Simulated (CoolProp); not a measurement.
Vapour-liquid equilibrium of R114 (1) + n-hexane (2) at 293.7 K; x and y are mole fractions of (1).

Computed with CoolProp (multi-fluid Helmholtz-energy mixture model, Platzer 1990 and Thol 2019; pair parameters Bell 2016). This equation is an older, rougher fit; its heat capacities, sound speeds and derivatives of the liquid may be far off and weren't checked against measurements.

| x | bubble pressure (MPa) | y at the bubble point | dew pressure at overall composition x (MPa) | liquid density (mol/L) |
|---|---|---|---|---|
| 0.05 | 0.03144 | 0.494 | 0.01740 | 7.686 |
| 0.2 | 0.06824 | 0.795 | 0.02050 | 7.813 |
| 0.35 | 0.09599 | 0.873 | 0.02494 | 7.943 |
| 0.5 | 0.1181 | 0.913 | 0.03180 | 8.077 |
| 0.65 | 0.1375 | 0.940 | 0.04378 | 8.218 |
| 0.8 | 0.1566 | 0.964 | 0.06962 | 8.368 |
| 0.95 | 0.1776 | 0.990 | 0.1451 | 8.532 |

No azeotrope shows between x = 0.05 and 0.95.

The pair parameters rest on a limited set of measurements; away from them the model extrapolates.
